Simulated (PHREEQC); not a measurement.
0.87 g of hydrous ferric oxide (600 m²/g; 0.2 weak and 0.005 strong sites per Fe, Dzombak-Morel constants, diffuse double layer) in 1 kg of water with 0.3 mol/kgw of an inert sodium salt and 2.7 mmol/kgw ZnCl2, at 25 °C; the pH is set by adding NaOH or the inert anion's acid. O2 is buffered at 0.21 atm. CO2 from the air is kept out. Precipitation was switched off in this run.

All values are PHREEQC results (ion-association model, wateq4f.dat), not measurements.

Q: Predict Zn sorbed (%) at pH = 4, 9.25.

A: 
```
pH    Zn sorbed (%)
----  -------------
4               0.1
9.25           47.3
```

Along this series the solution becomes supersaturated in solids that the run did not let form, among them Zn(OH)2-e, Zn5(OH)8Cl2.
